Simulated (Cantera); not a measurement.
Carbon deposition, reforming and gasification: C3H8 + CO2 + N2

Input: 1 mol C3H8, 0.51 mol CO2, 1.3 mol N2, equilibrated at 1075 K.

These are equilibrium values from Cantera (NASA tables, ideal gas, pure condensed phases), not measurements of a reactor. Candidate condensed phases: C, C6H6, C7H8, C8H18, H2O; 136 gas species. The ideal-gas law is rough above about 30 bar. The numbers say what is thermodynamically allowed, not how fast it happens.

From 10.0 Pa to 1.00e7 Pa the condensed part is C(graphite). The main C-bearing gas is CO at 10.0 Pa and CH4 at 1.00e7 Pa.

| P (Pa) | log p H2 | log p N2 | log p CH4 | log p CO | log p H2O | log p CO2 | n C(graphite) |
|---|---|---|---|---|---|---|---|
| 10 | -4.20 | -4.69 | -9.74 | -4.79 | -9.89 | -10.45 | 2.49 |
| 56 | -3.45 | -3.94 | -8.25 | -4.04 | -8.39 | -8.95 | 2.49 |
| 320 | -2.69 | -3.18 | -6.73 | -3.29 | -6.88 | -7.44 | 2.49 |
| 1800 | -1.94 | -2.43 | -5.23 | -2.54 | -5.38 | -5.94 | 2.49 |
| 10000 | -1.20 | -1.69 | -3.75 | -1.80 | -3.89 | -4.46 | 2.49 |
| 56000 | -0.46 | -0.93 | -2.27 | -1.06 | -2.42 | -3.00 | 2.48 |
| 320000 | 0.26 | -0.15 | -0.83 | -0.38 | -1.02 | -1.63 | 2.44 |
| 1800000 | 0.88 | 0.66 | 0.41 | 0.18 | 0.16 | -0.50 | 2.26 |
| 10000000 | 1.38 | 1.46 | 1.42 | 0.64 | 1.13 | 0.42 | 2.04 |
log p: log10 of the partial pressure in bar; n: condensed amount in mol.
